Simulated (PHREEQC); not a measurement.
Solution (25 °C): 0.032 mol/kgw HCl, 0.25 mol/kgw ZnSO4 and 0.00018 mol/kgw CuCl2. Closed to the air; pH follows from the charge balance.

Equilibrium calculation in PHREEQC: ion-association model, phreeqc.dat.

| Item | Value |
|---|---|
| pH | 2.01 |
| ionic strength | 0.505 mol/kgw |
| activity of water | 0.993 |
| density | 1.037 g/cm³ |
| total alkalinity | -32.0 meq/kg |

```csv
species,molality,activity,log γ
Zn+2,0.127,0.0272,-0.669
ZnSO4,0.0829,0.0931,0.051
SO4-2,0.0715,0.0146,-0.689
Zn(SO4)2-2,0.0382,0.0111,-0.538
Cl-,0.0301,0.0195,-0.188
HSO4-,0.0191,0.0140,-0.135
H+,0.0129,0.00985,-0.117
ZnCl+,0.00220,0.00143,-0.187
Cu+2,0.000107,2.66e-5,-0.604
CuSO4,7.08e-5,7.95e-5,0.051
ZnCl2,2.60e-5,2.92e-5,0.051
CuCl+,2.16e-6,1.40e-6,-0.187
ZnCl3-,9.87e-7,6.41e-7,-0.187
```

No solid was allowed to form.
